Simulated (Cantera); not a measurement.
# Abatement and gas-phase synthesis: H2S + H2O + N2

Charge: 1 mol H2S, 7.8 mol H2O, 1.1 mol N2, at 1.20 bar.

Equilibrium computed with Cantera from the NASA thermochemical tables; the gas is ideal and each condensed phase is pure. Candidate condensed phases: H2O, H2SO4, S; 35 gas species. The numbers say what is thermodynamically allowed, not how fast it happens.

```json
[
 {"T (K)": "2123", "x H2O": "0.616", "x H2": "0.195", "x N2": "0.103", "x SO2": "0.0512", "x H": "0.00145", "x OH": "0.000565", "x SO": "0.00994"},
 {"T (K)": "2223", "x H2O": "0.602", "x H2": "0.206", "x N2": "0.102", "x SO2": "0.0544", "x H": "0.00265", "x OH": "0.00112", "x SO": "0.0129"},
 {"T (K)": "2323", "x H2O": "0.590", "x H2": "0.214", "x N2": "0.102", "x SO2": "0.0565", "x H": "0.00460", "x OH": "0.00211", "x SO": "0.0160"},
 {"T (K)": "2423", "x H2O": "0.579", "x H2": "0.219", "x N2": "0.101", "x SO2": "0.0575", "x H": "0.00758", "x OH": "0.00378", "x SO": "0.0189"},
 {"T (K)": "2523", "x H2O": "0.569", "x H2": "0.222", "x N2": "0.100", "x SO2": "0.0575", "x H": "0.0120", "x OH": "0.00651", "x SO": "0.0215"},
 {"T (K)": "2623", "x H2O": "0.557", "x H2": "0.223", "x N2": "0.0995", "x SO2": "0.0567", "x H": "0.0182", "x OH": "0.0107", "x SO": "0.0238"},
 {"T (K)": "2723", "x H2O": "0.542", "x H2": "0.223", "x N2": "0.0983", "x SO2": "0.0551", "x H": "0.0267", "x OH": "0.0170", "x SO": "0.0258"},
 {"T (K)": "2823", "x H2O": "0.522", "x H2": "0.223", "x N2": "0.0966", "x SO2": "0.0527", "x H": "0.0382", "x OH": "0.0257", "x SO": "0.0277"},
 {"T (K)": "2923", "x H2O": "0.494", "x H2": "0.222", "x N2": "0.0943", "x SO2": "0.0494", "x H": "0.0533", "x OH": "0.0370", "x SO": "0.0294"}
]
```
x: gas mole fraction; nothing condenses.

From 2123 K to 2923 K nothing is condensed.
